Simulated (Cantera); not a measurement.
Charge: 1 mol CH₃Cl, 0.023 mol HCl, equilibrated at 15.0 mbar.

These are equilibrium values from Cantera (NASA tables, ideal gas, pure condensed phases), not measurements of a reactor. Candidate condensed phases: C, C₆H₆, C₇H₈, C₈H₁₈; 103 gas species. Ions and electrons are included (thermal ionisation). Rates play no part.

Q: Which condensed phases are stable at each of these points (T (°C)): 1727, 2227, 2727, 3227, 3727, 4227, 4727?

A: 
```csv
T (°C),condensed phases,C condensed (%)
1727,C(graphite),99.8
2227,C(graphite),97.9
2727,C(graphite),66.1
3227,gas only,0.0
3727,gas only,0.0
4227,gas only,0.0
4727,gas only,0.0
```

From 1727 °C to 2727 °C the condensed part is C(graphite). From 3227 °C to 4727 °C nothing is condensed.
